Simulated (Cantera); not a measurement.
A perfectly stirred reactor is fed with C2H6 : N2 = 1 : 27 (molar parts), at 0.217 atm; it is held at 1825 K, and followed from long to short residence time.

Computed with Cantera and GRI-Mech 3.0 (53 species, 325 reactions). GRI-Mech 3.0 stops at C3 and has no aromatics, soot or wall deposition, so with more carbon than oxygen in the feed, carbon stays in small species such as C2H2 where larger ones or solid carbon would form.

Problem. What does this change do: temperature 1825 to 1550 K?

Solution. 
```csv
quantity,before,after
x(C2H6) at τ = 0.940 s,1.64e-6,3.28e-5
x(HCN) at τ = 0.940 s,0.000252,1.32e-6
x(H2) at τ = 0.940 s,0.0644,0.0574
x(CH2) at τ = 0.940 s,6.57e-7,5.96e-8
x(H) at τ = 0.940 s,0.000304,4.33e-5
x(C2H6) at τ = 5.90 ms,0.000178,0.00201
x(HCN) at τ = 5.90 ms,5.46e-5,6.76e-7
x(H2) at τ = 5.90 ms,0.0555,0.0412
x(CH2) at τ = 5.90 ms,1.09e-5,1.31e-6
x(H) at τ = 5.90 ms,0.000611,0.000123
```
